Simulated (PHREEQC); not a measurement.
A PHREEQC input (ion-association model, phreeqc.dat):

```
SOLUTION 1
  temp 25
  units g/L
  pH 6.8
  pe 1.8
  Na 245
  K 43.3
  Ca 181
  Mg 35.6
  Cl 206
  S(6) 681 as SO4
  Alkalinity 178 as HCO3
  Si 0.205 as SiO2
  F 1.03
END
USE solution 1
EQUILIBRIUM_PHASES 1
  Chalcedony 0 0
  Gypsum 0 0
  CO2(g) -2.5 10
END
```

It stops with these messages:

```
ERROR: Solute mass exceeds solution mass in conversion from /kgs to /kgw.
ERROR: Program terminating due to input errors.
```

The fault: the units line changed with the numbers kept. The line should read `units mg/kgw` where the input has `units g/L`. With the mend the run ends at pH 7.69 and ionic strength 0.0304 mol/kgw.
